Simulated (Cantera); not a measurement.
Source: NASA polynomial tables (part measured, part estimated), evaluated in Cantera. Values are per mole of reaction as written; species without (g) are pure solids or liquids, kept so even where they would boil at 1 bar. ZrN: taken at fixed stoichiometry.

Task: Between 300 and 1800 K, where is each reaction favourable under standard conditions?
- ZrO2 + NO2(g) = ZrN + 4 O(g)

Result: 
- ZrO2 + NO2(g) = ZrN + 4 O(g): ΔG° is 1577 kJ at 300 K and 957 kJ at 1800 K; it stays positive (K < 1). ΔH° is 1706 kJ and ΔS° 416 J/K at 1800 K.
